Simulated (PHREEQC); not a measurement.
A made-up water analysis in mmol/kgw, 25 °C, pH 7.31, pe 11.7:

| constituent | mmol/kgw |
|---|---|
| Na | 0.144 |
| K | 0.00185 |
| Ca | 0.236 |
| Mg | 0.228 |
| Cl | 0.453 |
| S(6) | 0.0685 |
| Alkalinity (meq/kgw) | 0.475 |
| N(5) | 0.00413 |
| Br | 0.0108 |

Valence states are taken as typed.

Computed with PHREEQC (ion-association model, phreeqc.dat).

No solid was allowed to form.

**Question.** Predict the specific conductance.

**Answer.** specific conductance 120 µS/cm.

**Question.** In which forms is Mg present?

**Answer.** Mg+2 98 %, MgSO4 1.0 % of the Mg.

Complexes and solids missing from the database can't appear.
